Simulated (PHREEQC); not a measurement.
Solution (20 °C): 64 mmol/kgw HF, 110 mmol/kgw H2SiF6, 0.47 mmol/kgw H3AsO4, 5.7 mmol/kgw HNO3 and 3.5 mmol/kgw H3BO3. Closed to the air; pH follows from the charge balance.

All values are PHREEQC results (ion-association model, wateq4f.dat), not measurements.

No solid was allowed to form.

### Question
Order these F species by the share of F that they hold, largest first: HF, BF4-, H2F2, SiF6-2.

### Answer
SiF6-2 (91 %), HF (5.4 %), BF4- (1.9 %), H2F2 (1.4 %)

The pH is 0.75 and the ionic strength 0.340 mol/kgw. Species that the database lacks are ignored. SiF6-2 is the database's only silicon fluoride. Real BF4- forms and hydrolyses slowly; the run takes it at equilibrium.
